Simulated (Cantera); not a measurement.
Charge: 1 mol Si₂Cl₆, 0.074 mol HCl, 6.8 mol N₂, equilibrated at 1323 K and 0.530 bar.

Cantera equilibrium calculation (NASA polynomials, part measured and part estimated; ideal gas, pure solids and liquids). Candidate condensed phases: NH₄Cl, Si, Si₃N₄; 28 gas species. The feed counts by its element totals alone. N₂ is the only nitrogen source here; it is nearly inert below about 1500 K, so the nitride shown seldom forms there in practice. The tables' values for SiCl₃ are old estimates; treat these amounts as uncertain. The numbers say what is thermodynamically allowed, not how fast it happens.

Base state: N₂ 0.803, SiCl₄ 0.183, HCl 0.00899, SiCl₃ 0.00442, SiCl₂ 0.000584, SiHCl₃ 6.43e-5, H₂ 6.25e-5 (mole fractions); condensed: Si₃N₄(s).

### Question
What changes in the equilibrium state with this change: Si₂Cl₆ replaced by SiCl₄?

### Answer
```
species          before    after
-------------  --------  -------
N₂                0.803    0.864
SiCl₄             0.183    0.127
HCl             0.00899  0.00940
SiCl₃           0.00442  9.14e-5
SiCl₂          0.000584  3.60e-7
SiHCl₃          6.43e-5  4.14e-8
Cl₂             9.94e-9  1.12e-5
H₂              6.25e-5  6.04e-8
Cl              2.08e-6  6.98e-5
Si₃N₄(s), mol     0.163        0
```
